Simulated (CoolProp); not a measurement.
Values from CoolProp's reference Helmholtz-energy equation of state, Zhou 2011.

Give the vapour pressure (bar), liquid density (kg/m³), enthalpy of vaporisation (kJ/kg), liquid cp (kJ/(kg K)) of saturated dimethyl carbonate at 307.3, 319.1, 329 K.


```json
[
 {"T (K)": "307.3", "p (bar)": "0.114", "liquid density (kg/m³)": "1050", "enthalpy of vaporisation (kJ/kg)": "413", "liquid cp (kJ/(kg K))": "1.85"},
 {"T (K)": "319.1", "p (bar)": "0.196", "liquid density (kg/m³)": "1040", "enthalpy of vaporisation (kJ/kg)": "405", "liquid cp (kJ/(kg K))": "1.86"},
 {"T (K)": "329", "p (bar)": "0.296", "liquid density (kg/m³)": "1020", "enthalpy of vaporisation (kJ/kg)": "399", "liquid cp (kJ/(kg K))": "1.88"}
]
```
